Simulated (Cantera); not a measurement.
A Cantera script and what it prints.

```python
import numpy as np
import cantera as ct

gas_names = [...]  # 92 gases of nasa_gas.yaml made of C, H, N
cond_names = """
    C(gr) C6H6(L) C7H8(L) C8H18(L),n-octa
""".split()


# ... load() reads the species with a 1 bar reference pressure and builds the phases ...
atoms = {
    'C3H6': {'C': 3, 'H': 6},
    'NH3': {'N': 1, 'H': 3},
    'N2': {'N': 2},
    'H2': {'H': 2},
}
top_T = {'C(gr)': 4500}  # K; cautious upper limits of use, not melting points


# ... equilibrate(T, P, feed) seeds the gas with the atoms and calls Mixture.equilibrate('TP', solver="vcs", rtol=1e-11, max_steps=5000) ...
results = []
feed = {'C3H6': 1, 'NH3': 0.65, 'N2': 0.58, 'H2': 0.0058}  # mol
P = 13332.2  # Pa
for T in [800, 950, 1100, 1250, 1400, 1550, 1700, 1850, 2000, 2150, 2300, 2450]:
    mix = equilibrate(T, P, feed)
    results.append((T, P, feed, dict(zip(mix.species_names, mix.species_moles))))

top = {s: max(r[3][s] / sum(r[3][g] for g in gas_names) for r in results) for s in gas_names}
cols = sorted((s for s in top if top[s] > 0.0001), key=lambda s: -top[s])[:6]
seen = [c for c in cond_names if any(r[3].get(c, 0) > 1e-12 for r in results)]
print("log10 of partial pressures in bar; condensed amounts in mol")
print(f"{'T/K':>10s}" + "".join(f"{s[:9]:>10s}" for s in cols + seen))
for T, P, feed, n in results:
    ng = sum(n[g] for g in gas_names)
    print(f"{T:10.4g}" + "".join(f"{np.log10(max(n[s] / ng * P / 1e5, 1e-99)):10.3f}" for s in cols)
          + "".join(f"{n.get(c, 0):10.4g}" for c in seen))
```

Output:

```
log10 of partial pressures in bar; condensed amounts in mol
       T/K        H2        N2       CH4         H       HCN C2H2,acet     C(gr)
       800    -1.025    -1.570    -1.921   -12.051    -8.326   -12.913     2.597
       950    -0.973    -1.601    -2.722    -9.741    -6.938   -10.535     2.931
      1100    -0.966    -1.606    -3.377    -8.070    -5.939    -8.842     2.985
      1250    -0.965    -1.607    -3.888    -6.798    -5.183    -7.563     2.995
      1400    -0.964    -1.607    -4.293    -5.795    -4.590    -6.563     2.997
      1550    -0.964    -1.608    -4.621    -4.984    -4.114    -5.759     2.996
      1700    -0.965    -1.609    -4.890    -4.314    -3.723    -5.099     2.992
      1850    -0.966    -1.611    -5.115    -3.751    -3.397    -4.548     2.982
      2000    -0.968    -1.615    -5.308    -3.273    -3.123    -4.082     2.964
      2150    -0.973    -1.622    -5.478    -2.861    -2.890    -3.686     2.934
      2300    -0.982    -1.633    -5.633    -2.505    -2.694    -3.346     2.884
      2450    -0.999    -1.649    -5.785    -2.196    -2.529    -3.058     2.809
```

Cantera equilibrium calculation (NASA polynomials, part measured and part estimated; ideal gas, pure solids and liquids).
